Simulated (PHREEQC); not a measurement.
Acid rinse or clean: an equilibrium model

Make-up at 65 °C: 1.4 mmol/kgw HCl, 11 mmol/kgw ZnSO4 and 10 mmol/kgw MgCl2. Closed to the air; pH follows from the charge balance.

All values are PHREEQC results (ion-association model, phreeqc.dat), not measurements.

This is a speciation only: nothing precipitates in the calculation.

Question: Estimate the pH, specific conductance.

Answer: pH 3.12; specific conductance 6860 µS/cm.

Question: In which forms is Mg present?

Answer: Mg+2 65 %, MgSO4 35 % of the Mg.

Constants without temperature data keep their 25 °C values here.
